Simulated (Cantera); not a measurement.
A closed system holds: 1 mol Fe(CO)5, 4.5 mol N2, 0.013 mol O2.

Cantera equilibrium calculation (NASA polynomials, part measured and part estimated; ideal gas, pure solids and liquids). Candidate condensed phases: C, Fe, Fe(CO)5, FeO, Fe2O3, Fe3O4; 27 gas species. Iron dissolves carbon and melts from about 1420 K in contact with it, which pure phases cannot show. The tables' stoichiometric FeO is somewhat more stable than real wüstite, so its field is too wide. FeO: taken at fixed stoichiometry. Condensed phases not in the tables: cementite and carbon dissolved in iron. The numbers say what is thermodynamically allowed, not how fast it happens.

Q: What condenses at these points (T in °C, P in Pa): (927, 190000); (827, 270); (977, 190000); (777, 190000); (1027, 1000000); (727, 1000000)?

A: 
```tsv
T (°C)	P in Pa	condensed phases	Fe condensed (%)
927	190000	C + Fe	100.0
827	270	Fe	100.0
977	190000	C + Fe	100.0
777	190000	C + Fe	100.0
1027	1000000	C + Fe	100.0
727	1000000	C + FeO	100.0
```
